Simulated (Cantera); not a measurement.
An isothermal, constant-pressure homogeneous reactor starts with 36.0 % CH₄, 36.0 % H₂O, 28.1 % H₂, at 1725 K and 12000 Pa.

Computed with Cantera and GRI-Mech 3.0 (53 species, 325 reactions).

x: mole fraction; the columns are a selection and need not sum to one.

| t (s) | x CH₄ | x H₂O | x H₂ | x C₂H₆ | x OH | x CH₃ | x CH₂ |
|---|---|---|---|---|---|---|---|
| 5.00e-6 | 0.360 | 0.360 | 0.281 | 3.20e-10 | 9.28e-8 | 2.01e-5 | 5.43e-11 |
| 1.55e-5 | 0.360 | 0.360 | 0.281 | 1.08e-8 | 2.15e-7 | 6.51e-5 | 5.92e-10 |
| 4.82e-5 | 0.359 | 0.360 | 0.281 | 3.17e-7 | 5.94e-7 | 0.000204 | 5.86e-9 |
| 0.000150 | 0.359 | 0.360 | 0.281 | 7.66e-6 | 1.74e-6 | 0.000621 | 5.33e-8 |
| 0.000464 | 0.357 | 0.359 | 0.282 | 0.000111 | 4.75e-6 | 0.00170 | 3.77e-7 |
| 0.00144 | 0.344 | 0.357 | 0.291 | 0.000487 | 9.24e-6 | 0.00320 | 1.27e-6 |
| 0.00447 | 0.291 | 0.344 | 0.337 | 0.000434 | 9.88e-6 | 0.00303 | 1.35e-6 |
| 0.0139 | 0.196 | 0.316 | 0.426 | 0.000199 | 9.32e-6 | 0.00210 | 1.05e-6 |
| 0.0431 | 0.0955 | 0.283 | 0.521 | 5.32e-5 | 9.13e-6 | 0.00113 | 7.22e-7 |
| 0.134 | ? | ? | 0.587 | ? | 9.16e-6 | ? | ? |
| 0.415 | 0.0200 | 0.200 | 0.636 | 2.88e-6 | 7.56e-6 | 0.000280 | 2.86e-7 |
| 1.29 | 0.0136 | 0.130 | 0.690 | 1.19e-6 | 4.68e-6 | 0.000181 | 1.62e-7 |
| 4.00 | ? | ? | 0.739 | ? | ? | ? | ? |

Q: What belongs in the gaps?

A: 
- 0.134, x CH₄: 0.0368
- 0.134, x H₂O: 0.250
- 0.134, x C₂H₆: 9.50e-6
- 0.134, x CH₃: 0.000498
- 0.134, x CH₂: 4.53e-7
- 4.00, x CH₄: 0.00745
- 4.00, x H₂O: 0.0665
- 4.00, x C₂H₆: 3.31e-7
- 4.00, x OH: 2.30e-6
- 4.00, x CH₃: 9.48e-5
- 4.00, x CH₂: 7.32e-8
